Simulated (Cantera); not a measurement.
Input: 1 mol TiO2, 0.58 mol MgCl2, 0.27 mol O2, held at 2125 K and 1 atm.

Method: chemical equilibrium by Gibbs-energy minimisation in Cantera with the NASA 1993 tables (ideal gas, pure condensed phases). Candidate condensed phases: Mg, MgCl2, MgO, MgTiO3, MgTi2O5, Mg2TiO4, Ti, TiCl2, TiCl3, TiCl4, TiO, TiO2, Ti2O3, Ti3O5, Ti4O7; 20 gas species. Mutual solubility and eutectic melting of coexisting phases are not modelled. Condensed phases not in the tables: alloys, solid solutions and most ternary compounds. The numbers say what is thermodynamically allowed, not how fast it happens.

Base state: Cl 0.406, MgCl2 0.321, O2 0.141, Cl2 0.125, TiCl4 0.00389, ClO 0.00212, TiOCl2 0.000922, O 0.000616 (mole fractions); condensed: MgTi2O5(l) + TiO2(rutile).

Task: What changes in the equilibrium state with this change: O2 from 0.27 to 2.1 mol?

Result: 
| species | before | after |
|---|---|---|
| O2 | 0.141 | 0.672 |
| Cl | 0.406 | 0.234 |
| MgCl2 | 0.321 | 0.0485 |
| Cl2 | 0.125 | 0.0413 |
| TiOCl2 | 0.000922 | 0.000140 |
| TiCl4 | 0.00389 | 8.90e-5 |
| TiCl3 | 0.000150 | 5.97e-6 |
| O | 0.000616 | 0.00135 |
| MgTi2O5(l), mol | 0.298 | 0.445 |
| TiO2(rutile), mol | 0.400 | 0.110 |

Task: What changes in the equilibrium state with this change: temperature from 2125 K to 1173.15 K?

Result: 
```
species              before    after
-----------------  --------  -------
Cl2                   0.125    0.984
MgCl2                 0.321  0.00546
TiCl4               0.00389  0.00503
Cl                    0.406  0.00350
O2                    0.141  0.00179
TiOCl2             0.000922  1.04e-9
O                  0.000616    <1e-9
TiCl3              0.000150  2.84e-9
MgTi2O5(l), mol       0.298        0
TiO2(rutile), mol     0.400        0
MgCl2(l), mol             0   0.0335
MgTiO3(s), mol            0   0.0898
MgTi2O5(s), mol           0    0.454
```
Condensed phases not in the tables: TiOCl, alloys, solid solutions and most ternary compounds.
